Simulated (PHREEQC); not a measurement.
A solution holds 36 mmol/kgw NH4HF2, at 55 °C. Closed to the air; pH follows from the charge balance.

All values are PHREEQC results (ion-association model, wateq4f.dat), not measurements.

This is a speciation only: nothing precipitates in the calculation.

**Question.** Predict the pH, ionic strength.

**Answer.** pH 3.37; ionic strength 0.0365 mol/kgw.

**Question.** In which forms is F present?

**Answer.** F- 45 %, HF 41 %, HF2- 12 %, H2F2 2.1 % of the F.

Species that the database lacks are ignored. At this temperature some constants are extrapolated from 25 °C, and those without enthalpy data are left unchanged.
